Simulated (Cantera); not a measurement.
An adiabatic, constant-pressure homogeneous reactor starts with CH₄ : CO : O₂ : N₂ = 1 : 0.31 : 2.48 : 20.8 (molar parts), equivalence ratio 0.87, at 1300 K and 760 Torr. Integrator tolerance rtol = 1e-08.

Detailed kinetics in Cantera: GRI-Mech 3.0 (53 species, 325 reactions).

What does this change do: initial temperature 1300 to 1025 K?


```
quantity                                                            before                                      after
---------------------------------  ---------------------------------------  -----------------------------------------
time of steepest temperature rise                                  24.7 ms                                     1.86 s
temperature at 5.00 s                                               2213 K                                     1995 K
equilibrium temperature                                             2213 K                                     1993 K
x(CH₄) at 5.00 s                     <1e-12 (gas-phase equilibrium <1e-12)      <1e-12 (gas-phase equilibrium <1e-12)
x(CO) at 5.00 s                    0.00294 (gas-phase equilibrium 0.00294)  0.000592 (gas-phase equilibrium 0.000592)
x(O₂) at 5.00 s                      0.0128 (gas-phase equilibrium 0.0128)      0.0128 (gas-phase equilibrium 0.0125)
x(H₂O) at 5.00 s                     0.0795 (gas-phase equilibrium 0.0795)      0.0811 (gas-phase equilibrium 0.0811)
x(HO₂) at 5.00 s                   6.77e-7 (gas-phase equilibrium 6.77e-7)    3.08e-7 (gas-phase equilibrium 3.00e-7)
x(CH₂) at 5.00 s                     <1e-12 (gas-phase equilibrium <1e-12)      <1e-12 (gas-phase equilibrium <1e-12)
x(CO₂) at 5.00 s                     0.0505 (gas-phase equilibrium 0.0505)      0.0530 (gas-phase equilibrium 0.0530)
```

What does this change do: pressure from 760 Torr to 525 Torr?


```json
[
 {"quantity": "time of steepest temperature rise", "before": "24.7 ms", "after": "32.1 ms"},
 {"quantity": "temperature at 5.00 s", "before": "2213 K", "after": "2208 K"},
 {"quantity": "equilibrium temperature", "before": "2213 K", "after": "2208 K"},
 {"quantity": "x(CH₄) at 5.00 s", "before": "<1e-12 (gas-phase equilibrium <1e-12)", "after": "<1e-12 (gas-phase equilibrium <1e-12)"},
 {"quantity": "x(CO) at 5.00 s", "before": "0.00294 (gas-phase equilibrium 0.00294)", "after": "0.00336 (gas-phase equilibrium 0.00336)"},
 {"quantity": "x(O₂) at 5.00 s", "before": "0.0128 (gas-phase equilibrium 0.0128)", "after": "0.0130 (gas-phase equilibrium 0.0130)"},
 {"quantity": "x(H₂O) at 5.00 s", "before": "0.0795 (gas-phase equilibrium 0.0795)", "after": "0.0792 (gas-phase equilibrium 0.0792)"},
 {"quantity": "x(HO₂) at 5.00 s", "before": "6.77e-7 (gas-phase equilibrium 6.77e-7)", "after": "6.13e-7 (gas-phase equilibrium 6.13e-7)"},
 {"quantity": "x(CH₂) at 5.00 s", "before": "<1e-12 (gas-phase equilibrium <1e-12)", "after": "<1e-12 (gas-phase equilibrium <1e-12)"},
 {"quantity": "x(CO₂) at 5.00 s", "before": "0.0505 (gas-phase equilibrium 0.0505)", "after": "0.0501 (gas-phase equilibrium 0.0501)"}
]
```
